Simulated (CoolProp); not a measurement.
The numbers come from the reference Helmholtz-energy equation of state, Akasaka 2023 in CoolProp.

For R1224YDZ, give the phase and the Z, cp (kJ/(kg K)), speed of sound (m/s), Joule-Thomson coefficient (K/MPa) at -13.55 °C and 3330 kPa; -13.55 °C and 4670 kPa.


- -13.55 °C and 3330 kPa: liquid; Z 0.156, cp 1.08, speed of sound 784, Joule-Thomson coefficient -0.361
- -13.55 °C and 4670 kPa: liquid; Z 0.218, cp 1.07, speed of sound 792, Joule-Thomson coefficient -0.364
